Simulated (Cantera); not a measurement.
Cantera run:

```python
import numpy as np
import cantera as ct

gas_names = """
    C CO CO2 C2 C2O C3 C3O2 C4 C5 O O2 O3 Si SiC SiC2 SiO SiO2 Si2 Si2C Si3
""".split()
cond_names = """
    C(gr) Si(cr) Si(L) SiC(b) SiO2(Lqz) SiO2(hqz) SiO2(L)
""".split()


def load(file, names, dense=False):
    # The tables refer to 1 bar. Condensed volumes are neglected.
    table = {s.name: s for s in ct.Species.list_from_file(file)}
    out = []
    for n in names:
        d = dict(table[n].input_data)
        d["thermo"] = dict(d["thermo"], **{"reference-pressure": 1e5})
        if dense:
            d["equation-of-state"] = {"model": "constant-volume", "density": "1e6 g/cm^3"}
        out.append(ct.Species.from_dict(d))
    return out


gas = ct.Solution(thermo="ideal-gas", species=load("nasa_gas.yaml", gas_names))
cond = {s.name: ct.Solution(thermo="fixed-stoichiometry", species=[s], name=s.name)
        for s in load("nasa_condensed.yaml", cond_names, dense=True)}
atoms = {
    'SiO2': {'Si': 1, 'O': 2},
    'CO': {'C': 1, 'O': 1},
    'C': {'C': 1},
}
top_T = {'C(gr)': 4500, 'SiC(b)': 3050}  # K; cautious upper limits of use, not melting points


def equilibrate(T, P, feed):
    n = {}
    for name, mol in feed.items():
        for a, k in atoms[name].items():
            n[a] = n.get(a, 0.0) + k * mol
    gas.TPX = T, P, n
    mass = sum(n.values()) * gas.mean_molecular_weight
    gas.equilibrate("TP")
    valid = [c for c in cond.values() if c.min_temp <= T <= top_T.get(c.name, c.max_temp)]
    mix = ct.Mixture([(gas, mass / gas.mean_molecular_weight)] + [(c, 0.0) for c in valid])
    mix.T, mix.P = T, P
    mix.equilibrate("TP", solver="vcs", rtol=1e-11, max_steps=5000)
    return mix


results = []
feed = {'SiO2': 1, 'CO': 0.76, 'C': 4.1}  # mol
P = 620  # Pa
for T in [800, 850, 900, 950, 1000, 1050, 1100, 1150, 1200, 1250, 1300, 1350]:
    mix = equilibrate(T, P, feed)
    results.append((T, P, feed, dict(zip(mix.species_names, mix.species_moles))))

top = {s: max(r[3][s] / sum(r[3][g] for g in gas_names) for r in results) for s in gas_names}
cols = sorted((s for s in top if top[s] > 0.0001), key=lambda s: -top[s])[:7]
seen = [c for c in cond_names if any(r[3].get(c, 0) > 1e-12 for r in results)]
print("log10 of partial pressures in bar; condensed amounts in mol")
print(f"{'T/K':>10s}" + "".join(f"{s[:9]:>10s}" for s in cols + seen))
for T, P, feed, n in results:
    ng = sum(n[g] for g in gas_names)
    print(f"{T:10.4g}" + "".join(f"{np.log10(max(n[s] / ng * P / 1e5, 1e-99)):10.3f}" for s in cols)
          + "".join(f"{n.get(c, 0):10.4g}" for c in seen))
```

Result:

```
log10 of partial pressures in bar; condensed amounts in mol
       T/K        CO       CO2     C(gr) SiO2(Lqz) SiO2(hqz)
       800    -2.363    -2.730     4.275         1         0
       850    -2.257    -3.180     4.173         0         1
       900    -2.222    -3.697     4.124         0         1
       950    -2.212    -4.201     4.108         0         1
      1000    -2.209    -4.664     4.103         0         1
      1050    -2.208    -5.086     4.101         0         1
      1100    -2.208    -5.470       4.1         0         1
      1150    -2.208    -5.819       4.1         0         1
      1200    -2.208    -6.139       4.1         0         1
      1250    -2.208    -6.432       4.1         0         1
      1300    -2.208    -6.702       4.1         0         1
      1350    -2.208    -6.951       4.1         0         1
```

These are equilibrium values from Cantera (NASA tables, ideal gas, pure condensed phases), not measurements of a reactor. The tables hold silica as quartz up to 1696 K and as liquid above; real silica turns to tridymite and cristobalite and melts near 1996 K.
